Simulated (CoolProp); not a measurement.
The numbers come from the reference Helmholtz-energy equation of state, Tillner-Roth 1997 in CoolProp.

For CH2F2 (R32), give the phase and the cv (kJ/(kg K)), viscosity (µPa s) at 351.9 K and 0.603 bar; 199.2 K and 0.517 bar; 169.6 K and 155 bar.


- 351.9 K and 0.603 bar: gas; cv 0.752, viscosity 15.7
- 199.2 K and 0.517 bar: liquid; cv 0.958, viscosity 422
- 169.6 K and 155 bar: liquid; cv 1.00, viscosity 829

Viscosity comes from a separate model (Bell 2016), an estimate that may be off by 10 % or more.
